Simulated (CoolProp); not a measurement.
Vapour-liquid equilibrium of CHF3 (R23) (1) + R143a (2) at -95.35 °C; x and y are mole fractions of (1).

The numbers come from the multi-fluid Helmholtz-energy mixture model, Penoncello 2003 and Lemmon and Jacobsen 2000; pair parameters Bell 2016 in CoolProp.

**Question.** Give the bubble pressure and the first vapour's composition at x = 0.2, 0.5, 0.95. Is there an azeotrope?

**Answer.** x = 0.2: 0.1225 bar, y = 0.679; x = 0.5: 0.2510 bar, y = 0.904; x = 0.95: 0.4193 bar, y = 0.993. No azeotrope shows between x = 0.05 and 0.95.

Pair parameters are fitted to limited data, so mixtures are less certain than the pure fluids. The gap from Raoult's law changes sign with composition, which may be real or a fault of the pair parameters; it wasn't checked against measurements.
